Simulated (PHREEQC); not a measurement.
Consider water at 65 °C with 0.032 mol NH4HF2, 4.3e-05 mol (NH4)2SiF6, 0.055 mol HBF4 and 0.00088 mol H2SO4 per kg of water. Closed to the air; pH follows from the charge balance.

All values are PHREEQC results (ion-association model, phreeqc.dat), not measurements.

### Question
The ionic strength comes out as 0.0579 mol/kgw. What activity coefficients do BF4-, H+, NH4+, SiF6-2, HSO4- get?

### Answer
BF4- 0.80, H+ 0.84, NH4+ 0.78, SiF6-2 0.42, HSO4- 0.80.

Precipitation was switched off in this run. Complexes and solids missing from the database can't appear. Away from 25 °C the constants follow the database's enthalpies or fits; those with neither stay at their 25 °C values. SiF6-2 is the database's only silicon fluoride. Real BF4- forms and hydrolyses slowly; the run takes it at equilibrium.
